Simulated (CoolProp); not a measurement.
Sulfur hexafluoride at several states: density (kg/m³) from the reference equation and from simpler models built on Tc = 318.7 K, pc = 37.55 bar, ω = 0.210; each cubic takes its own stable root.

The numbers come from the reference Helmholtz-energy equation of state, Guder 2009 in CoolProp.

```csv
T (K),p (bar),phase,reference,Soave-Redlich-Kwong,Peng-Robinson
437.8,4.41,gas,17.92,17.92,17.97
336.9,184,supercritical,?,?,1508
403.4,6.27,gas,28.00,27.99,28.13
318,29.2,gas,?,?,?
```

Problem. Some entries are withheld; supply them.

Solution. 
- 336.9, reference: 1416
- 336.9, Soave-Redlich-Kwong: 1361
- 318, reference: 249.5
- 318, Soave-Redlich-Kwong: 248.4
- 318, Peng-Robinson: 258.7
